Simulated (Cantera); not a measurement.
Mixture: CH4 : CO : O2 : N2 = 1 : 0.059 : 4.51 : 17 (molar parts), at 3750 Torr, adiabatic and at constant volume. Ignition delay is the time to a rise of 400 K.

Computed with Cantera and GRI-Mech 3.0 (53 species, 325 reactions).

Question: What does this change do: 0.41 parts H2 added?

Answer: 
```tsv
quantity	before	after
delay at 1023 K	97.7 ms	10.8 ms
delay at 1098 K	28.8 ms	2.22 ms
delay at 1173 K	9.79 ms	0.810 ms
delay at 1248 K	3.68 ms	0.394 ms
delay at 1323 K	1.50 ms	0.214 ms
delay at 1398 K	0.656 ms	0.123 ms
delay at 1473 K	0.309 ms	74.0 µs
apparent activation energy between 1323 and 1473 K	170 kJ/mol	110 kJ/mol
```

Question: What does this change do: CO 0.059 to 0.18 parts?

Answer: 
| quantity | before | after |
|---|---|---|
| delay at 1023 K | 97.7 ms | 0.113 s |
| delay at 1098 K | 28.8 ms | 31.8 ms |
| delay at 1173 K | 9.79 ms | 10.5 ms |
| delay at 1248 K | 3.68 ms | 3.84 ms |
| delay at 1323 K | 1.50 ms | 1.54 ms |
| delay at 1398 K | 0.656 ms | 0.666 ms |
| delay at 1473 K | 0.309 ms | 0.311 ms |
| apparent activation energy between 1323 and 1473 K | 170 kJ/mol | 170 kJ/mol |
